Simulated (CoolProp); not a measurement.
Ethanol at several states: Z from the reference equation and from simpler models built on Tc = 241.6 °C, pc = 6.268 MPa, ω = 0.644; each cubic takes its own stable root.

Values from CoolProp's reference Helmholtz-energy equation of state, Schroeder 2014.

```json
[
 {"T (°C)": "151.05", "p (MPa)": "0.913", "phase": "gas", "reference": "0.8726", "van der Waals": "0.9268", "Redlich-Kwong": "0.9078", "Soave-Redlich-Kwong": "0.8877"},
 {"T (°C)": "83.75", "p (MPa)": "0.0407", "phase": "gas", "reference": "0.9881", "van der Waals": "0.9955", "Redlich-Kwong": "0.9938", "Soave-Redlich-Kwong": "0.9919"},
 {"T (°C)": "233.65", "p (MPa)": "2.55", "phase": "gas", "reference": "0.8497", "van der Waals": "0.8577", "Redlich-Kwong": "0.8377", "Soave-Redlich-Kwong": "0.8341"},
 {"T (°C)": "188.15", "p (MPa)": "8.08", "phase": "liquid", "reference": "0.1601", "van der Waals": "0.2909", "Redlich-Kwong": "___", "Soave-Redlich-Kwong": "___"},
 {"T (°C)": "69.05", "p (MPa)": "1.89", "phase": "liquid", "reference": "0.04093", "van der Waals": "0.07675", "Redlich-Kwong": "___", "Soave-Redlich-Kwong": "___"},
 {"T (°C)": "-27.35", "p (MPa)": "0.0644", "phase": "liquid", "reference": "0.001750", "van der Waals": "0.9834", "Redlich-Kwong": "0.002180", "Soave-Redlich-Kwong": "0.002068"}
]
```

**Question.** Complete the blanks.

**Answer.** 
- 188.15, Redlich-Kwong: 0.2182
- 188.15, Soave-Redlich-Kwong: 0.2005
- 69.05, Redlich-Kwong: 0.05265
- 69.05, Soave-Redlich-Kwong: 0.04833

At some of these states van der Waals gives the other phase, because its saturation line lies elsewhere.
